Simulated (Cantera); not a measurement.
A closed system holds: 1 mol Si3H8, 1.7 mol HCl, 34 mol H2, at 4.40 mbar.

Equilibrium computed with Cantera from the NASA thermochemical tables; the gas is ideal and each condensed phase is pure. Candidate condensed phases: Si; 19 gas species. The feed counts by its element totals alone. The tables' values for SiCl3, SiCl are old estimates; treat these amounts as uncertain. The numbers say what is thermodynamically allowed, not how fast it happens.

Q: At 1575 K, list the 4 most abundant gas species with their mole fractions, and the condensed phases.

A: H2 0.961, HCl 0.0344, SiCl2 0.00417, H 0.000614. Condensed: Si(s).
